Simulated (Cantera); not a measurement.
A closed system holds: 1 mol SiCl₄, 8.1 mol O₃, 98 mol N₂, equilibrated at 1273 K and 1.00 bar.

These are equilibrium values from Cantera (NASA tables, ideal gas, pure condensed phases), not measurements of a reactor. Candidate condensed phases: Si, SiO₂, Si₂N₂O, Si₃N₄; 23 gas species. The tables hold silica as quartz up to 1696 K and as liquid above; real silica turns to tridymite and cristobalite and melts near 1996 K. The numbers say what is thermodynamically allowed, not how fast it happens.

Base state: N₂ 0.881, O₂ 0.100, Cl₂ 0.0173, Cl 0.00128, NO 0.000242, ClO 1.39e-5 (mole fractions); condensed: SiO₂(β-quartz).

Problem. What changes in the equilibrium state with this change: temperature from 1273 K to 1125 K?

Solution. 
```tsv
species	before	after
N₂	0.881	0.882
O₂	0.100	0.100
Cl₂	0.0173	0.0179
Cl	0.00128	0.000274
ClO	1.39e-5	3.98e-6
NO	0.000242	7.76e-5
SiO₂(β-quartz), mol	1.00	1.00
```
